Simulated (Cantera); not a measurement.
**Ti(OiPr)₄ + O₂ + H₂ (titanium nitride, carbide and oxide coatings)**

Feed: 1 mol Ti(OiPr)₄, 9 mol O₂, a varied amount of H₂, equilibrated at 1998.15 K and 100 Torr.

These are equilibrium values from Cantera (NASA tables, ideal gas, pure condensed phases), not measurements of a reactor. Candidate condensed phases: C, C₆H₆, C₇H₈, C₈H₁₈, H₂O, Ti, TiC, TiO, TiO₂, Ti₂O₃, Ti₃O₅, Ti₄O₇; 113 gas species. The feed counts by its element totals alone. Condensed phases not in the tables: Magnéli phases beyond Ti₄O₇. Gases not in the tables: TiO(OH)₂. Rates play no part.

From 2.8 mol H₂ to 6 mol H₂ the condensed part is TiO₂(rutile). From 13 mol H₂ to 120 mol H₂ the condensed part is Ti₄O₇(l). At 260 mol H₂ the condensed part is Ti₃O₅(s).

```tsv
n(H₂) (mol)	log p H₂	log p CO	log p H₂O	log p CO₂	log p H	log p OH	log p TiO₂	log p O	n TiO₂(rutile)	n Ti₄O₇(l)	n Ti₃O₅(s)
2.8	-1.33	-1.31	-1.52	-2.17	-3.46	-4.65	-6.68	-6.92	1.000	0	0
6	-1.26	-1.35	-1.55	-2.30	-3.42	-4.72	-6.68	-7.01	1.000	0	0
13	-1.17	-1.42	-1.60	-2.51	-3.38	-4.81	-6.68	-7.15	0	0.250	0
27	-1.08	-1.54	-1.72	-2.84	-3.33	-4.97	-6.73	-7.36	0	0.250	0
58	-0.99	-1.73	-1.90	-3.30	-3.29	-5.20	-6.80	-7.63	0	0.250	0
120	-0.94	-1.97	-2.13	-3.82	-3.26	-5.46	-6.87	-7.92	0	0.250	0
260	-0.91	-2.26	-2.42	-4.42	-3.25	-5.76	-6.97	-8.23	0	0	0.333
```
log p: log10 of the partial pressure in bar; n: condensed amount in mol.
